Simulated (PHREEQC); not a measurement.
Solution (25 °C): 0.037 mol K2SO4 per kg of water. Closed to the air; pH follows from the charge balance.

The numbers come from PHREEQC with the Pitzer model, pitzer.dat.

```json
[
 {"quantity": "HSO4- (mol/kgw)", "before": "1.03e-7", "after": "3.06e-7"},
 {"quantity": "SI of Arcanite (K2SO4)", "before": "-2.57", "after": "-2.79"}
]
```

Question: Name the change that produced these shifts.
A) temperature from 25 to 45 °C
B) diluted 5-fold with water
C) K2SO4 from 0.037 to 0.0333 mol/kgw
D) K2SO4 from 0.037 to 0.0185 mol/kgw

Answer: A, temperature from 25 to 45 °C

This is a speciation only: nothing precipitates in the calculation. At this temperature some constants are extrapolated from 25 °C, and those without enthalpy data are left unchanged.
